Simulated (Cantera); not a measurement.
A closed system holds: 1 mol C₂F₆, 0.8 mol F₂, 8.2 mol H₂.

These are equilibrium values from Cantera (NASA tables, ideal gas, pure condensed phases), not measurements of a reactor. Candidate condensed phases: C, C₆H₆, C₇H₈, C₈H₁₈; 95 gas species. The feed counts by its element totals alone. Kinetics and transport are ignored.

Stable condensed phases, one row left out:

```
T in K \ P in Pa
              1    6.8     46    320   2200  15000 100000
   2748       A      A      A      B      B      B      B
   2698       A      A      B      B      B      B      B
   2673       A      A      B      B      B      B      B
   2648       A      A      B      B      B      B      B
   2623       A      A      B      B      B      B      B
   2598       A      A      B      B      B      B      B
   2573       A      B      B      B      B      B      B
   2548       A      B      B      B      B      B      B
   2523       A      B      B      B      B      B      B
   2498       A      B      B      B      B      B      B
```

A: gas only; B: C.

**Question.** Give the row for 2723 K.

**Answer.** 1: gas only; 6.8: gas only; 46: C; 320: C; 2200: C; 15000: C; 100000: C.
